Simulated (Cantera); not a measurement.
What does this Cantera script print?

```python
import numpy as np
import cantera as ct

gas_names = [...]  # 91 gases of nasa_gas.yaml made of C, Cl, H
cond_names = """
    C(gr) C6H6(L) C7H8(L) C8H18(L),n-octa
""".split()


# ... load() reads the species with a 1 bar reference pressure and builds the phases ...
atoms = {
    'CH3Cl': {'C': 1, 'H': 3, 'CL': 1},
    'H2': {'H': 2},
}
top_T = {'C(gr)': 4500}  # K; cautious upper limits of use, not melting points


# ... equilibrate(T, P, feed) seeds the gas with the atoms and calls Mixture.equilibrate('TP', solver="vcs", rtol=1e-11, max_steps=5000) ...
results = []
feed = {'CH3Cl': 1, 'H2': 0.043}  # mol
P = 1.3  # Pa
for T in [2225, 2375, 2525, 2675, 2825, 2975, 3125]:
    mix = equilibrate(T, P, feed)
    results.append((T, P, feed, dict(zip(mix.species_names, mix.species_moles))))

top = {s: max(r[3][s] / sum(r[3][g] for g in gas_names) for r in results) for s in gas_names}
cols = sorted((s for s in top if top[s] > 1e-06), key=lambda s: -top[s])[:7]
seen = [c for c in cond_names if any(r[3].get(c, 0) > 1e-12 for r in results)]
print("log10 of partial pressures in bar; condensed amounts in mol")
print(f"{'T/K':>10s}" + "".join(f"{s[:9]:>10s}" for s in cols + seen))
for T, P, feed, n in results:
    ng = sum(n[g] for g in gas_names)
    print(f"{T:10.4g}" + "".join(f"{np.log10(max(n[s] / ng * P / 1e5, 1e-99)):10.3f}" for s in cols)
          + "".join(f"{n.get(c, 0):10.4g}" for c in seen))
```

It prints:

```
log10 of partial pressures in bar; condensed amounts in mol
       T/K         H        CL         C        H2       HCL        C3        C2     C(gr)
      2225    -5.107    -5.528    -8.625    -5.837    -6.119    -8.400    -9.457    0.9932
      2375    -5.038    -5.507    -7.565    -6.374    -6.698    -7.194    -8.240    0.9267
      2525    -5.051    -5.535    -6.631    -6.998    -7.330    -6.136    -7.170    0.1252
      2675    -5.062    -5.550    -6.140    -7.550    -7.881    -6.212    -6.896         0
      2825    -5.082    -5.570    -5.797    -8.064    -8.392    -6.570    -6.844         0
      2975    -5.098    -5.587    -5.639    -8.525    -8.848    -7.343    -7.098         0
      3125    -5.102    -5.591    -5.603    -8.921    -9.240    -8.362    -7.541         0
```

These are equilibrium values from Cantera (NASA tables, ideal gas, pure condensed phases), not measurements of a reactor.
